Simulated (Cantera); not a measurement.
A perfectly stirred reactor is fed with H2 : O2 = 0.015 : 1 (molar parts), at 0.00128 atm; it is held at 1250 K, and followed from long to short residence time.

Computed with Cantera and GRI-Mech 3.0 (53 species, 325 reactions). Radical loss at walls, strong at low pressure, is not modelled.

### Question
Predict: x(H2) at τ = 20.0 s; x(O2) at τ = 20.0 s; x(OH) at τ = 20.0 s; x(HO2) at τ = 20.0 s; x(H) at τ = 20.0 s; x(H2) at τ = 0.370 s; x(O2) at τ = 0.370 s; x(OH) at τ = 0.370 s; x(HO2) at τ = 0.370 s; x(H) at τ = 0.370 s.

### Answer
```json
{
  "x(H2) at τ = 20.0 s": "5.57e-5",
  "x(O2) at τ = 20.0 s": "0.978",
  "x(OH) at τ = 20.0 s": "0.000986",
  "x(HO2) at τ = 20.0 s": "7.88e-8",
  "x(H) at τ = 20.0 s": "0.000318",
  "x(H2) at τ = 0.370 s": "0.000357",
  "x(O2) at τ = 0.370 s": "0.972",
  "x(OH) at τ = 0.370 s": "0.00155",
  "x(HO2) at τ = 0.370 s": "1.15e-7",
  "x(H) at τ = 0.370 s": "0.000927"
}
```
